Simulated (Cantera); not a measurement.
Charge: 1 mol C3H8, 1.8 mol H2, 12 mol N2, held at 1900 K and 0.310 bar.

Method: chemical equilibrium by Gibbs-energy minimisation in Cantera with the NASA 1993 tables (ideal gas, pure condensed phases). Equilibrium is a limit: real reactors are often held back by kinetics, nucleation or transport.

```csv
species,before,after
N2,0.672,0.791
CH4,1.82e-5,0.173
H2,0.323,0.0363
HCN,0.00453,<1e-9
H,0.000810,<1e-9
HNC,0.000213,<1e-9
C2H2 (acetylene),0.000123,<1e-9
NH3,1.12e-6,0.000201
"C(graphite), mol",2.91,0.378
```
Gas species are given as mole fractions.

Q: What was changed between the two runs?
(A) temperature from 1900 K to 2973 K
(B) temperature from 1900 K to 2898 K
(C) temperature from 1900 K to 550 K
(D) temperature from 1900 K to 3048 K

A: C, temperature from 1900 K to 550 K
